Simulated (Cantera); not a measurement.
Charge: 1 mol FeS2, 100 mol H2, 0.42 mol N2, held at 1 atm.

These are equilibrium values from Cantera (NASA tables, ideal gas, pure condensed phases), not measurements of a reactor. Candidate condensed phases: Fe, FeS, FeS2, S; 16 gas species. Metal and sulfide melt together well below either melting point, which pure phases cannot show. Mutual solubility and eutectic melting of coexisting phases are not modelled. FeS: taken at fixed stoichiometry. Gases not in the tables: S3 to S7. Rates play no part.

x: gas mole fraction; n: condensed amount in mol.

| T (K) | x H2 | x H2S | x N2 | x SH | x H | x S2 | x NH3 | n FeS(s) | n Fe(γ) | n FeS(l) | n Fe(δ) | n Fe(l) |
|---|---|---|---|---|---|---|---|---|---|---|---|---|
| 875 | 0.986 | 0.00996 | 0.00414 | 3.57e-9 | 4.95e-11 | 2.51e-10 | ___ | 1.00 | 0 | 0 | 0 | 0 |
| 975 | 0.986 | 0.00996 | 0.00416 | 3.62e-8 | 1.13e-9 | 3.14e-9 | ___ | 1.00 | 0 | 0 | 0 | 0 |
| 1075 | 0.986 | 0.00996 | 0.00417 | 2.39e-7 | 1.45e-8 | 2.47e-8 | ___ | 1.00 | 0 | 0 | 0 | 0 |
| 1175 | 0.986 | 0.00996 | 0.00418 | 1.15e-6 | 1.21e-7 | 1.38e-7 | ___ | 1.00 | 0 | 0 | 0 | 0 |
| 1275 | 0.986 | 0.00995 | 0.00418 | 4.31e-6 | 7.27e-7 | 5.87e-7 | ___ | 1.00 | 0 | 0 | 0 | 0 |
| 1375 | 0.986 | 0.00994 | 0.00418 | 1.33e-5 | 3.38e-6 | 2.03e-6 | ___ | 1.000 | 0 | 0 | 0 | 0 |
| 1475 | 0.982 | 0.0140 | 0.00418 | 4.99e-5 | 1.28e-5 | 1.18e-5 | ___ | 0 | 0.411 | 0.589 | 0 | 0 |
| 1575 | 0.979 | 0.0164 | 0.00418 | 0.000138 | 4.09e-5 | 4.21e-5 | ___ | 0 | 0.674 | 0.326 | 0 | 0 |
| 1675 | 0.976 | 0.0189 | 0.00418 | 0.000338 | 0.000114 | 0.000128 | ___ | 0 | 0 | 0.0389 | 0.961 | 0 |
| 1775 | 0.976 | 0.0187 | 0.00418 | 0.000650 | 0.000284 | 0.000262 | ___ | 0 | 0 | 0 | 0.998 | 0 |
| 1875 | 0.976 | 0.0178 | 0.00418 | 0.00112 | 0.000643 | 0.000457 | ___ | 0 | 0 | 0 | 0 | 0.992 |

**Question.** Some entries are withheld; supply them.

**Answer.** 
- 875, x NH3: 9.51e-5
- 975, x NH3: 4.41e-5
- 1075, x NH3: 2.34e-5
- 1175, x NH3: 1.38e-5
- 1275, x NH3: 8.81e-6
- 1375, x NH3: 5.99e-6
- 1475, x NH3: 4.26e-6
- 1575, x NH3: 3.17e-6
- 1675, x NH3: 2.44e-6
- 1775, x NH3: 1.94e-6
- 1875, x NH3: 1.59e-6
